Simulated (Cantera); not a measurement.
A perfectly stirred reactor is fed with 3.92 % CH4, 3.92 % H2, 19.2 % O2, 72.2 % N2, 0.745 % CO2, equivalence ratio 0.51, at 0.296 atm; it is adiabatic with a 375 K inlet, and is followed from long to short residence time, starting on the burning branch (τ in s: 0.13, 0.057, 0.026, 0.012, 0.0055, 0.0025, 0.0012, 0.00053, 0.00024, 0.00011, 5.1e-05, 2.3e-05).

Cantera simulation using GRI-Mech 3.0 (53 species, 325 reactions); the numbers are that mechanism's predictions, not measurements.

Predict: blow-out, bracketed by the residence times tried; x(CH4) at τ = 0.130 s; x(H2) at τ = 0.130 s; x(O2) at τ = 0.130 s; x(CO2) at τ = 0.130 s; x(CH4) at τ = 1.20 ms; x(H2) at τ = 1.20 ms; x(O2) at τ = 1.20 ms; x(CO2) at τ = 1.20 ms; x(C2H4) at τ = 1.20 ms.


| Property | Value |
|---|---|
| blow-out, bracketed by the residence times tried | burning at 0.530 ms, out at 0.240 ms |
| x(CH4) at τ = 0.130 s | 1.58e-5 |
| x(H2) at τ = 0.130 s | 0.000267 |
| x(O2) at τ = 0.130 s | 0.0958 |
| x(CO2) at τ = 0.130 s | 0.0471 |
| x(CH4) at τ = 1.20 ms | 0.000482 |
| x(H2) at τ = 1.20 ms | 0.00404 |
| x(O2) at τ = 1.20 ms | 0.101 |
| x(CO2) at τ = 1.20 ms | 0.0368 |
| x(C2H4) at τ = 1.20 ms | 5.42e-8 |
